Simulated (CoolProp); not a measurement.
Vapour-liquid equilibrium of CHF3 (R23) (1) + sulfur hexafluoride (2) at 0.895 MPa; x and y are mole fractions of (1).

Values from CoolProp's multi-fluid Helmholtz-energy mixture model, Penoncello 2003 and Guder 2009; pair parameters Bell 2016.

Task: Give the bubble temperature and the first vapour's composition at x = 0.275, 0.65, 0.725. Is there an azeotrope?

Result: x = 0.275: -29.1 °C, y = 0.506; x = 0.65: -34.1 °C, y = 0.711; x = 0.725: -34.4 °C, y = 0.753. y crosses x between x = 0.8 and 0.875: the model has an azeotrope there.

The pair parameters rest on a limited set of measurements; away from them the model extrapolates.
